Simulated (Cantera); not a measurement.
Charge: 1 mol CH3Cl, 0.031 mol F2, 0.032 mol HCl, equilibrated at 952 °C and 360 Torr.

Cantera equilibrium calculation (NASA polynomials, part measured and part estimated; ideal gas, pure solids and liquids). Candidate condensed phases: C, C6H6, C7H8, C8H18; 118 gas species. Equilibrium is a limit: real reactors are often held back by kinetics, nucleation or transport.

Base state: HCl 0.501, H2 0.468, HF 0.0301, CH4 0.00138 (mole fractions); condensed: C(graphite).

Problem. What changes in the equilibrium state with this change: temperature from 952 °C to 727 °C?

Solution. 
```csv
species,before,after
HCl,0.501,0.505
H2,0.468,0.455
HF,0.0301,0.0303
CH4,0.00138,0.00950
"C(graphite), mol",0.997,0.981
```

Problem. What changes in the equilibrium state with this change: CH3Cl replaced by CH3F?

Solution. 
```json
[
 {"species": "HF", "before": "0.0301", "after": "0.515"},
 {"species": "H2", "before": "0.468", "after": "0.468"},
 {"species": "HCl", "before": "0.501", "after": "0.0155"},
 {"species": "CH4", "before": "0.00138", "after": "0.00138"},
 {"species": "C(graphite), mol", "before": "0.997", "after": "0.997"}
]
```

Problem. What changes in the equilibrium state with this change: temperature from 952 °C to 2852 °C?

Solution. 
```tsv
species	before	after
H2	0.468	0.328
HCl	0.501	0.303
H	3.08e-7	0.189
Cl	2.84e-7	0.118
C2H2 (acetylene)	7.59e-8	0.0289
HF	0.0301	0.0252
C2H	<1e-9	0.00339
C3	<1e-9	0.00233
C4H2	<1e-9	0.00106
C2HCl	<1e-9	0.000685
C	<1e-9	0.000331
C(graphite), mol	0.997	0.806
```
The tables' values for CCl are old estimates; treat these amounts as uncertain.
